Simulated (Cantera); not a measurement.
An isothermal plug-flow reactor at 500 K and 0.701 atm (inlet), inlet velocity 0.47 m/s, active area per volume 1600 1/m; feed 0.240 % H2, 6.00 % O2, 86.1 % N2, 7.63 % H2O.

Cantera simulation using Deutschmann's 1995 Pt surface mechanism with GRI-Mech 3.0 gas chemistry; the numbers are that mechanism's predictions, not measurements. Catalytic surfaces can have several steady states; this one follows from the mechanism file's or the stated starting coverage. Mass transfer to the wall is taken as infinitely fast.

One state of this run: x H2 = 0.000177; x O2 = 0.0589; x H2O = 0.0786; θ free Pt = 0.00439; θ O* = 0.976; θ OH* = 0.0198. x: gas mole fraction; θ: surface coverage.

**Question.** Which value of z (m) does it belong to?
A. 0.016
B. 0.0023
C. 0.032
D. 0.00061

**Answer.** B, 0.0023
